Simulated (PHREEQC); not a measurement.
Make-up at 20 °C: 0.047 mol/kgw Al2(SO4)3, 0.0026 mol/kgw (NH4)2CO3 and 0.01 mol/kgw (CH3)4NCl. Closed to the air; pH follows from the charge balance.

All values are PHREEQC results (ion-association model, phreeqc.dat), not measurements.

```json
{
 "pH": "5.08",
 "ionic_strength": "0.177 mol/kgw",
 "total_alkalinity": "5.20 meq/kg"
}
```

```tsv
species	molality	activity	log γ
AlSO4+	0.0593	0.0438	-0.131
SO4-2	0.0381	0.0117	-0.511
Al(SO4)2-	0.0215	0.0159	-0.131
Cl-	0.0100	0.00726	-0.139
(CH3)4N+	0.0100	0.00729	-0.137
Al+3	0.00902	0.00126	-0.854
NH4+	0.00456	0.00317	-0.158
AlOH+2	0.00332	0.00108	-0.488
CO2	0.00243	0.00253	0.018
Al(OH)2+	0.000854	0.000645	-0.122
NH4SO4-	0.000636	0.000479	-0.123
HCO3-	0.000167	0.000126	-0.122
HSO4-	1.13e-5	8.55e-6	-0.123
H+	1.04e-5	8.34e-6	-0.095
```

This is a speciation only: nothing precipitates in the calculation. Examples of supersaturated solids here: Al(OH)3(a), Gibbsite (slow to form). Others may be too. (CH3)4N+ isn't in the database: it is added as a free cation with an ion size of 4 Å.
